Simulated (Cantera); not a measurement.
# Low-pressure radical oxidation in H2/O2

An isothermal, constant-pressure homogeneous reactor starts with 0.666 % H2, 98.0 % O2, 1.37 % H2O, equivalence ratio 0.0034, at 1275 K and 3.75 Torr.

Detailed kinetics in Cantera: GRI-Mech 3.0 (53 species, 325 reactions). Radical loss at walls, strong at low pressure, is not modelled.

```json
[
 {"t (s)": "7.00e-5", "x H2": "0.00666", "x O2": "0.980", "x HO2": "6.09e-10", "x H2O2": "<1e-12", "x H": "4.07e-10"},
 {"t (s)": "0.000229", "x H2": "0.00666", "x O2": "0.980", "x HO2": "1.99e-9", "x H2O2": "<1e-12", "x H": "7.29e-10"},
 {"t (s)": "0.000749", "x H2": "0.00666", "x O2": "0.980", "x HO2": "6.51e-9", "x H2O2": "1.05e-12", "x H": "1.21e-9"},
 {"t (s)": "0.00245", "x H2": "0.00666", "x O2": "0.980", "x HO2": "2.13e-8", "x H2O2": "1.07e-11", "x H": "4.22e-9"},
 {"t (s)": "0.00801", "x H2": "0.00666", "x O2": "0.980", "x HO2": "7.07e-8", "x H2O2": "1.00e-10", "x H": "1.41e-7"},
 {"t (s)": "0.0262", "x H2": "0.000627", "x O2": "0.974", "x HO2": "3.61e-7", "x H2O2": "1.64e-8", "x H": "0.000326"},
 {"t (s)": "0.0857", "x H2": "5.37e-5", "x O2": "0.974", "x HO2": "2.95e-7", "x H2O2": "1.01e-8", "x H": "0.000261"},
 {"t (s)": "0.280", "x H2": "4.71e-5", "x O2": "0.974", "x HO2": "2.76e-7", "x H2O2": "9.73e-9", "x H": "0.000214"},
 {"t (s)": "0.917", "x H2": "3.22e-5", "x O2": "0.976", "x HO2": "2.27e-7", "x H2O2": "8.70e-9", "x H": "0.000120"},
 {"t (s)": "3.00", "x H2": "1.31e-5", "x O2": "0.978", "x HO2": "1.35e-7", "x H2O2": "6.25e-9", "x H": "3.07e-5"}
]
```
x: mole fraction; the columns are a selection and need not sum to one.

Equilibrium at this temperature and pressure: H2 1.62e-8, O2 0.980, HO2 1.12e-8, H2O2 6.45e-11, H 1.34e-9 (gas phase only).
